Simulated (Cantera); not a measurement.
What does this Cantera script print?

```python
import numpy as np
import cantera as ct

gas_names = [...]  # 116 gases of nasa_gas.yaml made of C, H, Mg, O
cond_names = """
    C(gr) C6H6(L) C7H8(L) C8H18(L),n-octa H2O(s) H2O(L) Mg(cr) Mg(L) MgCO3(s) MgO(s) MgO(L) MgO2H2(s)
""".split()


# ... load() reads the species with a 1 bar reference pressure and builds the phases ...
atoms = {
    'MgO': {'Mg': 1, 'O': 1},
    'CO': {'C': 1, 'O': 1},
    'H2': {'H': 2},
}
top_T = {'C(gr)': 4500}  # K; cautious upper limits of use, not melting points


# ... equilibrate(T, P, feed) seeds the gas with the atoms and calls Mixture.equilibrate('TP', solver="vcs", rtol=1e-11, max_steps=5000) ...
results = []
feed = {'MgO': 1, 'CO': 2.7, 'H2': 13}  # mol
P = 101325  # Pa
for T in [1023, 1173, 1323, 1473, 1623, 1773, 1923]:
    mix = equilibrate(T, P, feed)
    results.append((T, P, feed, dict(zip(mix.species_names, mix.species_moles))))

top = {s: max(r[3][s] / sum(r[3][g] for g in gas_names) for r in results) for s in gas_names}
cols = sorted((s for s in top if top[s] > 1e-06), key=lambda s: -top[s])[:5]
seen = [c for c in cond_names if any(r[3].get(c, 0) > 1e-12 for r in results)]
print("log10 of partial pressures in bar; condensed amounts in mol")
print(f"{'T/K':>10s}" + "".join(f"{s[:9]:>10s}" for s in cols + seen))
for T, P, feed, n in results:
    ng = sum(n[g] for g in gas_names)
    print(f"{T:10.4g}" + "".join(f"{np.log10(max(n[s] / ng * P / 1e5, 1e-99)):10.3f}" for s in cols)
          + "".join(f"{n.get(c, 0):10.4g}" for c in seen))
```

Output:

```
log10 of partial pressures in bar; condensed amounts in mol
       T/K        H2        CO       CH4       H2O       CO2    MgO(s)
      1023    -0.102    -0.857    -1.380    -1.470    -2.108         1
      1173    -0.082    -0.776    -2.059    -2.123    -2.923         1
      1323    -0.078    -0.763    -2.627    -2.672    -3.626         1
      1473    -0.077    -0.760    -3.084    -3.118    -4.195         1
      1623    -0.077    -0.759    -3.487    -3.451    -4.626    0.9993
      1773    -0.077    -0.759    -4.314    -3.236    -4.488    0.9913
      1923    -0.079    -0.760    -5.364    -2.704    -4.019    0.9678
```

Equilibrium computed with Cantera from the NASA thermochemical tables; the gas is ideal and each condensed phase is pure. The tables' values for MgH are old estimates; treat these amounts as uncertain.
